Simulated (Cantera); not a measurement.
# Premixed flame

A freely propagating, adiabatic, planar premixed flame of 5.63 % CH4, 0.676 % H2, 17.1 % O2, 76.6 % N2, equivalence ratio 0.68, unburnt at 398 K and 100.0 Torr; unity-Lewis-number transport, grid criteria slope 0.08 and curve 0.16, no radiation.

Model: GRI-Mech 3.0 (53 species, 325 reactions), integrated in Cantera. Unity Lewis numbers drop preferential diffusion, which matters most where H2 and H carry the flame. Burning velocities carry a grid error of a few per cent, more on coarse grids.

```json
[
 {"z (mm)": "-10.8", "T (K)": "398", "u (m/s)": "0.376", "x CH4": "0.0563", "x H2": "0.00676", "x O2": "0.171", "x H": "<1e-8", "x H2O2": "<1e-8", "x OH": "<1e-8"},
 {"z (mm)": "-7.20", "T (K)": "401", "u (m/s)": "0.379", "x CH4": "0.0562", "x H2": "0.00678", "x O2": "0.170", "x H": "<1e-8", "x H2O2": "5.47e-8", "x OH": "<1e-8"},
 {"z (mm)": "-5.40", "T (K)": "411", "u (m/s)": "0.388", "x CH4": "0.0557", "x H2": "0.00683", "x O2": "0.170", "x H": "<1e-8", "x H2O2": "2.05e-7", "x OH": "<1e-8"},
 {"z (mm)": "-3.60", "T (K)": "469", "u (m/s)": "0.444", "x CH4": "0.0527", "x H2": "0.00716", "x O2": "0.165", "x H": "1.65e-8", "x H2O2": "8.73e-7", "x OH": "1.25e-7"},
 {"z (mm)": "-1.80", "T (K)": "751", "u (m/s)": "0.713", "x CH4": "0.0377", "x H2": "0.00882", "x O2": "0.140", "x H": "1.63e-5", "x H2O2": "2.05e-6", "x OH": "5.21e-6"},
 {"z (mm)": "-0.899", "T (K)": "1039", "u (m/s)": "0.992", "x CH4": "0.0213", "x H2": "0.0105", "x O2": "0.112", "x H": "0.000329", "x H2O2": "2.10e-6", "x OH": "0.000120"},
 {"z (mm)": "0", "T (K)": "1336", "u (m/s)": "1.28", "x CH4": "0.00455", "x H2": "0.00988", "x O2": "0.0800", "x H": "0.00281", "x H2O2": "7.10e-7", "x OH": "0.00165"},
 {"z (mm)": "0.899", "T (K)": "1446", "u (m/s)": "1.39", "x CH4": "0.000238", "x H2": "0.00560", "x O2": "0.0649", "x H": "0.00587", "x H2O2": "3.31e-7", "x OH": "0.00357"},
 {"z (mm)": "1.80", "T (K)": "1484", "u (m/s)": "1.42", "x CH4": "7.89e-6", "x H2": "0.00468", "x O2": "0.0609", "x H": "0.00658", "x H2O2": "2.88e-7", "x OH": "0.00416"},
 {"z (mm)": "3.60", "T (K)": "1534", "u (m/s)": "1.47", "x CH4": "1.00e-8", "x H2": "0.00444", "x O2": "0.0582", "x H": "0.00579", "x H2O2": "2.22e-7", "x OH": "0.00452"},
 {"z (mm)": "7.20", "T (K)": "1594", "u (m/s)": "1.52", "x CH4": "<1e-8", "x H2": "0.00348", "x O2": "0.0565", "x H": "0.00358", "x H2O2": "1.47e-7", "x OH": "0.00442"},
 {"z (mm)": "14.4", "T (K)": "1649", "u (m/s)": "1.56", "x CH4": "<1e-8", "x H2": "0.00215", "x O2": "0.0556", "x H": "0.00158", "x H2O2": "8.85e-8", "x OH": "0.00379"},
 {"z (mm)": "28.8", "T (K)": "1688", "u (m/s)": "1.59", "x CH4": "<1e-8", "x H2": "0.00109", "x O2": "0.0550", "x H": "0.000535", "x H2O2": "5.13e-8", "x OH": "0.00286"}
]
```
x: mole fraction of selected species; z is measured from the peak of heat release.

The laminar burning velocity is 37.6 cm/s, the thermal thickness is 3.60 mm and the peak x(H) is 0.00659. The peak x(H2O2) is 2.19e-6 and the peak x(OH) is 0.00456. The grid points is 130.
